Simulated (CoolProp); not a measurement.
Properties of fluoroethane (R161) along the isotherm 310.6 K.

Computed with CoolProp (reference Helmholtz-energy equation of state, Wu 2012).

```
p (MPa)   phase  density (kg/m³)  cv (kJ/(kg K))  Joule-Thomson coefficient (K/MPa)  fugacity coefficient
-------  ------  ---------------  --------------  ---------------------------------  --------------------
0.0158      gas           0.2947           1.103                              18.54                0.9979
0.0267      gas           0.4986           1.104                              18.57                0.9965
0.045       gas           0.8425           1.105                              18.62                0.9941
0.076       gas            1.429           1.108                              18.70                0.9900
0.128       gas            2.424           1.112                              18.84                0.9831
0.216       gas                ?           1.118                              19.08                0.9716
0.365       gas            7.153           1.130                              19.52                0.9520
0.616       gas            12.57           1.153                              20.35                     ?
1.04        gas            23.04           1.199                                  ?                0.8631
1.76     liquid            685.2           1.484                            0.07745                0.6124
2.96     liquid            690.4           1.482                            0.03344                0.3761
5        liquid            698.2               ?                                  ?                0.2352
```

### Question
What belongs in the gaps?

### Answer

- 0.216, density (kg/m³): 4.141
- 0.616, fugacity coefficient: 0.9190
- 1.04, Joule-Thomson coefficient (K/MPa): 22.10
- 5, cv (kJ/(kg K)): 1.479
- 5, Joule-Thomson coefficient (K/MPa): -0.02573
